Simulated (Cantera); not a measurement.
Cantera run, input and output.

```python
import numpy as np
import cantera as ct

surf = ct.Interface("ptcombust.yaml", "Pt_surf")
gas = surf.adjacent["gas"]
gas.TPX = 1125, 110000, {'CH4': 0.021, 'O2': 0.013, 'N2': 0.79}
surf.TP = 1125, 110000
reactor = ct.FlowReactor(gas, clone=False)
reactor.area = 0.0001  # m2
reactor.surface_area_to_volume_ratio = 260  # 1/m
reactor.mass_flow_rate = 0.071 * reactor.area * gas.density  # inlet velocity 0.071 m/s
reactor.energy_enabled = False
wall = ct.ReactorSurface(surf, reactor, clone=False)
net = ct.ReactorNet([reactor])
net.rtol, net.atol = 1e-8, 1e-16
show, cover = ['CH4', 'O2', 'H2O', 'CO2', 'CO'], ['PT(S)', 'H(S)', 'O(S)', 'OH(S)', 'CO(S)', 'C(S)']

rows = []
print(f"{'z/m':>9s}{'u/(m/s)':>9s}" + "".join(f"{s:>13s}" for s in show + cover))
for z in [5.7e-05, 0.00011, 0.00021, 0.00041, 0.00079, 0.0015, 0.0029, 0.0057]:
    net.advance(z)
    rows.append([reactor.speed, *gas[show].X, *surf[cover].coverages])
    print(f"{z:9.4g}{rows[-1][0]:9.3g}" + "".join(f"{x:13.4e}" for x in rows[-1][1:]))
```

Result:

```
      z/m  u/(m/s)          CH4           O2          H2O          CO2           CO        PT(S)         H(S)         O(S)        OH(S)        CO(S)         C(S)
  5.7e-05   0.0714   1.6610e-02   4.3341e-03   1.3152e-02   8.2134e-04   7.8987e-03   6.6713e-01   2.8748e-03   2.4826e-06   4.7182e-06   4.1347e-02   2.8863e-01
  0.00011   0.0717   1.4130e-02   2.5046e-03   1.4312e-02   8.2139e-04   1.0302e-02   4.7678e-01   3.1174e-03   5.7131e-07   1.9018e-06   2.7383e-02   4.9272e-01
  0.00021   0.0718   1.2441e-02   1.5455e-03   1.4528e-02   8.2012e-04   1.1933e-02   3.1493e-01   2.9104e-03   1.4287e-07   8.1089e-07   1.3801e-02   6.6836e-01
  0.00041   0.0719   1.1342e-02   1.0363e-03   1.4439e-02   8.1894e-04   1.2991e-02   1.9955e-01   2.5136e-03   3.8488e-08   3.5898e-07   6.0233e-03   7.9191e-01
  0.00079    0.072   1.0657e-02   7.6150e-04   1.4298e-02   8.1810e-04   1.3650e-02   1.2835e-01   2.1156e-03   1.1972e-08   1.7228e-07   2.6157e-03   8.6692e-01
   0.0015   0.0721   1.0206e-02   5.9696e-04   1.4173e-02   8.1752e-04   1.4083e-02   8.4487e-02   1.7703e-03   4.1631e-09   8.8182e-08   1.1687e-03   9.1257e-01
   0.0029   0.0721   9.8795e-03   4.8494e-04   1.4067e-02   8.1710e-04   1.4397e-02   5.5685e-02   1.4691e-03   1.4960e-09   4.5904e-08   5.1879e-04   9.4233e-01
   0.0057   0.0721   9.6362e-03   4.0486e-04   1.3982e-02   8.1679e-04   1.4630e-02   3.6747e-02   1.2128e-03   5.4956e-10   2.4167e-08   2.2951e-04   9.6181e-01
```

Cantera simulation using Deutschmann's 1995 Pt surface mechanism with GRI-Mech 3.0 gas chemistry; the numbers are that mechanism's predictions, not measurements. Catalytic surfaces can have several steady states; this one follows from the mechanism file's or the stated starting coverage. Mass transfer to the wall is taken as infinitely fast.
